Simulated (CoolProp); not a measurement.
Vapour-liquid equilibrium of propane (1) + isopentane (2) at 259 kPa; x and y are mole fractions of (1).

Model: multi-fluid Helmholtz-energy mixture model, Lemmon 2009 and Lemmon 2006; pair parameters Kunz 2012, in CoolProp.

```tsv
x	bubble temperature (°C)	y at the bubble point	dew temperature at overall composition x (°C)	liquid density (mol/L)
0.05	46.3	0.304	56.3	8.291
0.2	22.5	0.718	50.7	8.974
0.35	8.7	0.857	44.3	9.615
0.5	-0.3	0.920	36.8	10.28
0.65	-7.0	0.956	27.5	10.97
0.8	-12.4	0.979	15.0	11.67
0.95	-17.0	0.995	-5.8	12.33
```

No azeotrope shows between x = 0.05 and 0.95.

Pair parameters are fitted to limited data, so mixtures are less certain than the pure fluids.
